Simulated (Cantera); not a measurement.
Input: 1 mol B, a varied amount of H₂O, 33 mol H₂, held at 1000 °C and 0.0670 bar.

These are equilibrium values from Cantera (NASA tables, ideal gas, pure condensed phases), not measurements of a reactor. Candidate condensed phases: B, B₂O₃, B₃O₃H₃, H₂O; 23 gas species. Mutual solubility and eutectic melting of coexisting phases are not modelled. Gases not in the tables: H₃BO₃. Rates play no part.

log p: log10 of the partial pressure in bar; n: condensed amount in mol.

```tsv
n(H₂O) (mol)	log p H₂	log p H₂O	log p HBO₂	log p B₃O₃H₃	log p HBO	log p (HBO₂)₃	log p B₂O₂	n B(s)	n B₂O₃(l)
0.091	-1.17	-7.16	-6.43	-4.31	-4.43	<-13	?	0.909	0
0.18	-1.17	-7.05	-6.21	-3.98	-4.32	-12.71	-6.28	0.820	0
0.37	-1.18	-7.03	-6.17	-3.92	-4.30	-12.59	-6.24	0.685	0.0548
0.76	-1.18	-7.03	-6.17	-3.92	-4.30	-12.59	-6.24	0.424	0.184
1.5	-1.17	-5.49	-5.40	-6.22	-5.07	-10.29	?	0	0.496
3.1	-1.19	-2.54	-3.92	-10.72	-6.57	-5.85	?	0	0.467
6.3	-1.23	-2.09	-3.70	-11.49	-6.83	-5.19	?	0	0.436
```

Q: What belongs in the gaps?

A: 
- 0.091, log p B₂O₂: -6.50
- 1.5, log p B₂O₂: -7.77
- 3.1, log p B₂O₂: -10.75
- 6.3, log p B₂O₂: -11.23
